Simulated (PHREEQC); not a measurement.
## Hard or scaling water

Solution (50 °C): 0.0017 mol/kgw CaCl2 and 2.5e-05 mol/kgw CO2. Closed to the air; pH follows from the charge balance.

The numbers come from PHREEQC with the ion-association model, wateq4f.dat.

Precipitation was switched off in this run.

Predict the pH.

pH 5.47.

In which forms is C present?

CO2 86 %, HCO3- 14 % of the C.

Away from 25 °C the constants follow the database's enthalpies or fits; those with neither stay at their 25 °C values.
